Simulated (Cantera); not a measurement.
Cantera with NASA thermochemical tables; ideal gases at 1 bar, condensed phases pure. Values are per mole of reaction as written; species without (g) are pure solids or liquids, kept so even where they would boil at 1 bar. FeO: taken at fixed stoichiometry.

Task: Between 1073 and 1373 K, where is each reaction favourable under standard conditions?
- 2 FeCl3(g) + 4 NO(g) → 2 N2O(g) + 2 FeO + 3 Cl2(g)
- O(g) + 3 FeCl2(g) → 2 FeCl3(g) + FeO

Result: 
- 2 FeCl3(g) + 4 NO(g) → 2 N2O(g) + 2 FeO + 3 Cl2(g): ΔG° is 71 kJ at 1073 K and 150 kJ at 1373 K; it stays positive (K < 1). ΔH° is -204 kJ and ΔS° -258 J/K at 1373 K.
- O(g) + 3 FeCl2(g) → 2 FeCl3(g) + FeO: ΔG° is -280 kJ at 1073 K and -193 kJ at 1373 K; it stays negative (K > 1). ΔH° is -588 kJ and ΔS° -288 J/K at 1373 K.
